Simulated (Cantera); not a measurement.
Premixed flame

A freely propagating, adiabatic, planar premixed flame of 12.5 % CH4, 1.05 % CO, 16.9 % O2, 69.5 % N2, unburnt at 575 K and 45000 Pa; mixture-averaged transport, grid criteria slope 0.08 and curve 0.16, no radiation.

Detailed kinetics in Cantera: GRI-Mech 3.0 (53 species, 325 reactions). Burning velocities carry a grid error of a few per cent, more on coarse grids.

```json
[
 {"z (mm)": "-4.00", "T (K)": "576", "u (m/s)": "0.546", "x CH4": "0.124", "x CO": "0.0104", "x O2": "0.169", "x H2": "0.00457", "x CH2": "<1e-8", "x HCN": "<1e-8"},
 {"z (mm)": "-2.67", "T (K)": "581", "u (m/s)": "0.554", "x CH4": "0.123", "x CO": "0.0105", "x O2": "0.167", "x H2": "0.0109", "x CH2": "<1e-8", "x HCN": "1.74e-8"},
 {"z (mm)": "-2.00", "T (K)": "602", "u (m/s)": "0.578", "x CH4": "0.120", "x CO": "0.0109", "x O2": "0.165", "x H2": "0.0183", "x CH2": "<1e-8", "x HCN": "1.12e-7"},
 {"z (mm)": "-1.33", "T (K)": "707", "u (m/s)": "0.689", "x CH4": "0.110", "x CO": "0.0143", "x O2": "0.156", "x H2": "0.0312", "x CH2": "<1e-8", "x HCN": "9.57e-7"},
 {"z (mm)": "-0.667", "T (K)": "1115", "u (m/s)": "1.11", "x CH4": "0.0751", "x CO": "0.0331", "x O2": "0.116", "x H2": "0.0497", "x CH2": "7.14e-8", "x HCN": "7.13e-6"},
 {"z (mm)": "-0.334", "T (K)": "1464", "u (m/s)": "1.48", "x CH4": "0.0424", "x CO": "0.0546", "x O2": "0.0753", "x H2": "0.0593", "x CH2": "4.03e-6", "x HCN": "1.59e-5"},
 {"z (mm)": "0", "T (K)": "1775", "u (m/s)": "1.82", "x CH4": "0.0134", "x CO": "0.0775", "x O2": "0.0324", "x H2": "0.0657", "x CH2": "4.25e-5", "x HCN": "3.19e-5"},
 {"z (mm)": "0.334", "T (K)": "1929", "u (m/s)": "1.98", "x CH4": "0.00266", "x CO": "0.0873", "x O2": "0.00966", "x H2": "0.0675", "x CH2": "5.34e-5", "x HCN": "5.20e-5"},
 {"z (mm)": "0.667", "T (K)": "1979", "u (m/s)": "2.03", "x CH4": "0.000602", "x CO": "0.0882", "x O2": "0.00258", "x H2": "0.0686", "x CH2": "2.40e-5", "x HCN": "6.15e-5"},
 {"z (mm)": "1.33", "T (K)": "2003", "u (m/s)": "2.05", "x CH4": "7.13e-5", "x CO": "0.0863", "x O2": "0.000233", "x H2": "0.0709", "x CH2": "3.79e-6", "x HCN": "5.73e-5"},
 {"z (mm)": "2.67", "T (K)": "2012", "u (m/s)": "2.06", "x CH4": "5.95e-6", "x CO": "0.0848", "x O2": "3.50e-5", "x H2": "0.0725", "x CH2": "3.20e-7", "x HCN": "3.92e-5"},
 {"z (mm)": "5.34", "T (K)": "2018", "u (m/s)": "2.07", "x CH4": "2.78e-7", "x CO": "0.0846", "x O2": "2.42e-5", "x H2": "0.0730", "x CH2": "1.20e-8", "x HCN": "1.92e-5"},
 {"z (mm)": "10.7", "T (K)": "2024", "u (m/s)": "2.07", "x CH4": "<1e-8", "x CO": "0.0848", "x O2": "1.55e-5", "x H2": "0.0732", "x CH2": "<1e-8", "x HCN": "6.65e-6"}
]
```
x: mole fraction of selected species; z is measured from the peak of heat release.

| Property | Value |
|---|---|
| laminar burning velocity | 54.3 cm/s |
| thermal thickness | 1.33 mm |
| peak x(H2) | 0.0735 |
| peak x(CH2) | 5.93e-5 |
| peak x(HCN) | 6.22e-5 |
| grid points | 130 |
